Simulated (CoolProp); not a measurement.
The fluid at 298.15 K and 0.00457 MPa flows at 0.11 m/s in a round tube of 6 mm bore and 45 µm roughness, fully developed (64/Re and Nu = 3.66 if laminar; Colebrook and Gnielinski if turbulent). The same conditions are run with several fluids, on thermodynamics alone (safety and materials aside).

Model: reference Helmholtz-energy equation of state of each fluid (benzene: Thol 2012; c-C4F8 (RC318): Platzer 1990; dry air: Lemmon 2000; methane: Setzmann 1991; R245fa: Akasaka 2015), in CoolProp. The equations of Platzer and Polt are older, rougher fits. Blends and air are pseudo-pure fits.

Problem. Rank benzene, c-C4F8 (RC318), dry air, methane, R245fa by Reynolds number, highest first.

Solution. c-C4F8 (RC318) (21.1), R245fa (13.8), benzene (12.6), dry air (1.91), methane (1.75)

| fluid | Darcy friction factor | pressure drop (Pa/m) | heat-transfer coefficient (W/(m² K)) | mass flow (kg/h) |
|---|---|---|---|---|
| benzene | 5.09 | 0.740 | 6.43 | 0.00162 |
| c-C4F8 (RC318) | 3.03 | 1.13 | 7.41 | 0.00413 |
| dry air | 33.5 | 1.80 | 16.0 | 0.000598 |
| methane | 36.7 | 1.09 | 20.8 | 0.000331 |
| R245fa | 4.63 | 1.15 | 9.56 | 0.00277 |

Transport values come from each fluid's own correlations; those of c-C4F8 (RC318), R245fa are estimates that may be off by 10 % or more.
